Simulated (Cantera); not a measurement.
Feed: 1 mol Si2Cl6, 4.9 mol NH3, a varied amount of H2, equilibrated at 1225 °C and 5800 Pa.

These are equilibrium values from Cantera (NASA tables, ideal gas, pure condensed phases), not measurements of a reactor. Candidate condensed phases: NH4Cl, Si, Si3N4; 28 gas species. The feed counts by its element totals alone. The tables' values for SiCl3 are old estimates; treat these amounts as uncertain. Equilibrium is a limit: real reactors are often held back by kinetics, nucleation or transport.

x: gas mole fraction; n: condensed amount in mol.

```
n(H2) (mol)   x H2       x HCl        x N2     x SiCl2   x SiCl3  n Si3N4(s)
-----------  -----  ----------  ----------  ----------  --------  ----------
11           0.696       0.226      0.0604      0.0131   0.00216       0.540
13           0.720       0.210  (withheld)  (withheld)   0.00175       0.547
15           0.740       0.197      0.0504      0.0105   0.00145       0.553
18           0.766       0.179      0.0449     0.00903   0.00112       0.560
22           0.793       0.159      0.0391     0.00758  0.000823       0.567
27           0.819       0.140      0.0337     0.00627  0.000589       0.575
32           0.840       0.125      0.0296     0.00531  0.000440       0.580
38           0.859       0.111      0.0258     0.00446  0.000323       0.585
46           0.878      0.0959      0.0220     0.00364  0.000226       0.591
56           0.896  (withheld)  (withheld)  (withheld)  0.000155       0.596
67           0.910      0.0711      0.0159     0.00240  0.000109       0.600
81           0.924      0.0606      0.0134     0.00193   7.39e-5       0.604
97           0.935      0.0519      0.0114     0.00156   5.09e-5       0.608
```

### Question
What belongs in the gaps?

### Answer

- 56, x HCl: 0.0822
- 56, x N2: 0.0186
- 56, x SiCl2: 0.00294
- 13, x N2: 0.0550
- 13, x SiCl2: 0.0116
